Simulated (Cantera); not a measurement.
Charge: 1 mol borazine, 5.3 mol H2O, 71 mol H2, held at 21.8 Torr.

Method: chemical equilibrium by Gibbs-energy minimisation in Cantera with the NASA 1993 tables (ideal gas, pure condensed phases). Candidate condensed phases: B, BN, B2O3, B3O3H3, H2O; 39 gas species. The feed counts by its element totals alone. Gases not in the tables: H3BO3. Kinetics and transport are ignored.

x: gas mole fraction; n: condensed amount in mol.

```json
[
 {"T (K)": "1173", "x H2": "0.971", "x HBO2": "0.000325", "x N2": "0.0186", "x H": "6.82e-7", "x HBO": "1.31e-6", "x H2O": "0.00973", "n B2O3(l)": "1.49"},
 {"T (K)": "1273", "x H2": "0.971", "x HBO2": "0.00125", "x N2": "0.0186", "x H": "4.13e-6", "x HBO": "1.35e-5", "x H2O": "0.00927", "n B2O3(l)": "1.45"},
 {"T (K)": "1373", "x H2": "0.970", "x HBO2": "0.00372", "x N2": "0.0185", "x H": "1.93e-5", "x HBO": "0.000103", "x H2O": "…", "n B2O3(l)": "1.34"},
 {"T (K)": "1473", "x H2": "0.966", "x HBO2": "0.00857", "x N2": "0.0185", "x H": "7.30e-5", "x HBO": "0.000646", "x H2O": "…", "n B2O3(l)": "1.09"},
 {"T (K)": "1573", "x H2": "0.955", "x HBO2": "0.0159", "x N2": "0.0183", "x H": "0.000233", "x HBO": "0.00350", "x H2O": "0.00365", "n B2O3(l)": "0.445"},
 {"T (K)": "1673", "x H2": "0.946", "x HBO2": "0.0189", "x N2": "0.0182", "x H": "0.000651", "x HBO": "0.00660", "x H2O": "0.00386", "n B2O3(l)": "0"},
 {"T (K)": "1773", "x H2": "0.944", "x HBO2": "0.0183", "x N2": "0.0182", "x H": "0.00162", "x HBO": "0.00795", "x H2O": "…", "n B2O3(l)": "0"},
 {"T (K)": "1873", "x H2": "0.940", "x HBO2": "0.0175", "x N2": "0.0182", "x H": "0.00367", "x HBO": "0.00926", "x H2O": "…", "n B2O3(l)": "0"},
 {"T (K)": "1973", "x H2": "0.934", "x HBO2": "0.0166", "x N2": "0.0181", "x H": "0.00766", "x HBO": "0.0104", "x H2O": "…", "n B2O3(l)": "0"},
 {"T (K)": "2073", "x H2": "0.925", "x HBO2": "0.0155", "x N2": "0.0181", "x H": "0.0149", "x HBO": "0.0113", "x H2O": "…", "n B2O3(l)": "0"}
]
```

Task: What belongs in the gaps?

Result: 
- 1373, x H2O: 0.00807
- 1473, x H2O: 0.00589
- 1773, x H2O: 0.00495
- 1873, x H2O: 0.00617
- 1973, x H2O: 0.00753
- 2073, x H2O: 0.00904
